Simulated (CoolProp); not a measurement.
Carbonyl sulfide along the isotherm 423.6 K: fugacity coefficient from the reference equation and from simpler models built on Tc = 378.8 K, pc = 6.369 MPa, ω = 0.098; each cubic takes its own stable root.

The numbers come from the reference Helmholtz-energy equation of state, Lemmon 2006 in CoolProp. It is a short technical equation, of lower accuracy than the large ones.

```
p (MPa)          phase  reference
-------  -------------  ---------
3.33               gas     0.8793
6.67     supercritical     0.7629
10       supercritical     0.6510
13.3     supercritical     0.5560
16.7     supercritical     0.4882
20       supercritical     0.4434
23.3     supercritical     0.4118
26.7     supercritical     0.3882
30       supercritical     0.3714
33.3     supercritical     0.3590
36.7     supercritical     0.3496
40       supercritical     0.3430
43.3     supercritical     0.3384
46.7     supercritical     0.3355
50       supercritical     0.3340
```

**Question.** How far does each simpler model (Redlich-Kwong, Soave-Redlich-Kwong, Peng-Robinson) lie from the reference over these 15 states: mean and median of the absolute difference, and the worst?

**Answer.** 
- Redlich-Kwong: mean 2.7 %, median 2.9 %, worst +5.3 % at 423.6 K and 50 MPa
- Soave-Redlich-Kwong: mean 5.3 %, median 6.1 %, worst +9.1 % at 423.6 K and 50 MPa
- Peng-Robinson: mean 3.2 %, median 3.1 %, worst -4.6 % at 423.6 K and 50 MPa
